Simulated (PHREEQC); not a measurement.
Model water analysis in mg/L, 25 °C, pH 2.07, pe 9.9: Na 1460; K 104; Ca 217; Mg 114; Cl 518; S(6) as SO4 4360; Fe(3) 3.63; Cu(2) 91.4; F 0.402; Br 71.3; B 10.3.

Cl is adjusted to close the charge balance.
Valence states are taken as typed.

Equilibrium calculation in PHREEQC: ion-association model, phreeqc.dat.

Q: The ionic strength comes out as 0.122 mol/kgw. What activity coefficients do CaHSO4+, Mg+2, FeF+2, FeHSO4+2, Fe(SO4)2- get?

A: CaHSO4+ 0.77, Mg+2 0.39, FeF+2 0.35, FeHSO4+2 0.35, Fe(SO4)2- 0.77.

No solid was allowed to form. The solution is supersaturated, for example in Hematite (slow to form), Goethite (slow to form), so a real one may precipitate; this is no full list. Real BF4- forms and hydrolyses slowly; the run takes it at equilibrium. Fluoro complexes past AlF4- and FeF3 are missing from the database.
